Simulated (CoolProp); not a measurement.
A closed Brayton cycle with carbon dioxide: compressor inlet 323.15 K and 9.4 MPa, high pressure 31.1 MPa, turbine inlet 695 K, compressor efficiency 0.89, turbine efficiency 0.93, recuperator effectiveness 0.95 (on enthalpy, no pinch check). Each further row changes one setting.

Computed with CoolProp (reference Helmholtz-energy equation of state, Span 1996).

```
case                           thermal efficiency (%)  net work (kJ/kg)  compressor to turbine work  compressor exit (K)  turbine exit (K)
-----------------------------  ----------------------  ----------------  --------------------------  -------------------  ----------------
as stated                                        32.0              76.1                        0.41                407.3             561.4
turbine inlet 645 K                              28.6              63.7                        0.46                407.3             516.6
compressor inlet 333.15 K                        29.7              66.1                        0.49                431.3             561.4
high pressure 26.4 MPa                           32.1              69.8                        0.39                395.5             579.2
recuperator effectiveness 0.5                    23.8              76.1                        0.41                407.3             561.4
```
